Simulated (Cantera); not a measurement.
A freely propagating, adiabatic, planar premixed flame of CH4 : O2 : N2 = 1 : 2.5 : 9.4 (molar parts), equivalence ratio 0.80, unburnt at 348 K and 11000 Pa; mixture-averaged transport, grid criteria slope 0.08 and curve 0.16, no radiation.

Cantera simulation using GRI-Mech 3.0 (53 species, 325 reactions); the numbers are that mechanism's predictions, not measurements. Burning velocities carry a grid error of a few per cent, more on coarse grids.

Problem. Predict: laminar burning velocity; thermal thickness; peak x(CH2O); peak x(C2H6); peak x(CH2).

Solution. 
```
Quantity                      Value
------------------------  ---------
laminar burning velocity  65.9 cm/s
thermal thickness           2.99 mm
peak x(CH2O)               0.000711
peak x(C2H6)               0.000547
peak x(CH2)                 2.36e-5
```
